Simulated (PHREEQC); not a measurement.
PHREEQC input (ion-association model, wateq4f.dat):

```
SOLUTION_MASTER_SPECIES
  An  An-  0  An  62.0  # stands for a non-complexing anion
SOLUTION_SPECIES
  An- = An-
    -log_k 0
    -gamma 3.0 0
PHASES
  Fix_H+
    H+ = H+
    -log_k 0
SOLUTION 1
  temp 25
  units mmol/kgw
  pH 7 charge
  F 0.58
  Na 5.58
  An 5
END
SELECTED_OUTPUT 1
  -reset false
  -pH true
  -pe true
  -ionic_strength true
  -water true
  -totals F Na
  -molalities Hfo_wOH Hfo_wOH2+ Hfo_wO- Hfo_sOH Hfo_sOH2+ Hfo_sO- Hfo_wF Hfo_wOHF-
USER_PUNCH 1
  -headings sigma psi
  10 PUNCH EDL("sigma", "Hfo"), EDL("psi", "Hfo")
PRINT
  -reset false
USE solution 1
SURFACE 1
  Hfo_wOH 0.00764045 600 3.4
  Hfo_sOH 0.000191011
EQUILIBRIUM_PHASES 1
  Fix_H+ -4 HAn 10
    -force_equality true
  O2(g) -0.68 10
END
# ... the last block is repeated for the other 16 points of pH, with NaOH or the acid as the point needs
```

Selected output (columns that matter, 10 of 17 rows; pH added in front):

```
pH	mu	F	Na	m_Hfo_wOH	m_Hfo_wOH2+	m_Hfo_wO-	m_Hfo_sOH	m_Hfo_sOH2+	m_Hfo_sO-	m_Hfo_wF	m_Hfo_wOHF-	sigma	psi
4	0.0076633	2.4709e-06	0.00558	0.0028405	0.0041782	4.4238e-05	7.6818e-05	0.000113	1.1964e-06	0.00028136	0.00029617	0.18682	0.18471
4.75	0.0067549	5.2817e-06	0.00558	0.0041423	0.0027821	0.00014129	0.00011198	7.521e-05	3.8195e-06	0.00017387	0.00040085	0.10933	0.16048
5.5	0.006192	1.6111e-05	0.00558	0.0048812	0.0019095	0.00028584	0.00013175	5.1542e-05	7.7153e-06	0.00011373	0.00045016	0.057583	0.13
5.88	0.0060061	3.0595e-05	0.00558	0.0050933	0.0016341	0.00036368	0.0001372	4.4017e-05	9.7964e-06	9.4294e-05	0.00045511	0.040183	0.11262
6.62	0.0057769	0.00010738	0.00558	0.0053652	0.0012924	0.00051025	0.00014297	3.444e-05	1.3597e-05	6.3623e-05	0.000409	0.018635	0.076205
7.38	0.005653	0.00029232	0.00558	0.0056097	0.0010683	0.00067482	0.00014573	2.7752e-05	1.7531e-05	3.1505e-05	0.00025618	0.006977	0.037283
8.12	0.0055754	0.00047642	0.00558	0.0057839	0.00091904	0.0008339	0.00014659	2.3292e-05	2.1134e-05	9.6391e-06	9.3938e-05	-0.00031384	-0.0018404
8.5	0.0055725	0.00052862	0.0056159	0.0058253	0.00086384	0.00089992	0.00014662	2.1742e-05	2.265e-05	4.4904e-06	4.6891e-05	-0.0039672	-0.022545
9.25	0.0057341	0.00056884	0.0058834	0.0058398	0.00075573	0.0010338	0.00014621	1.8921e-05	2.5882e-05	8.6039e-07	1.0295e-05	-0.013967	-0.063414
10	0.0060295	0.00057756	0.0063764	0.0057675	0.00059971	0.0012707	0.00014423	1.4998e-05	3.1777e-05	1.531e-07	2.28e-06	-0.032639	-0.10216
```

Species that the database lacks are ignored.
